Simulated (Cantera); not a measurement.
Charge: 1 mol Si, 0.0011 mol H2O, 16 mol H2, held at 4.00 Pa.

Cantera equilibrium calculation (NASA polynomials, part measured and part estimated; ideal gas, pure solids and liquids). Candidate condensed phases: H2O, Si, SiO2; 18 gas species. Kinetics and transport are ignored.

Task: At 1598 K, list the 5 most abundant gas species with their mole fractions, and the condensed phases.

Result: H2 0.989, H 0.00837, Si 0.00234, SiO 6.83e-5, SiH 3.23e-5. Condensed: Si(s).
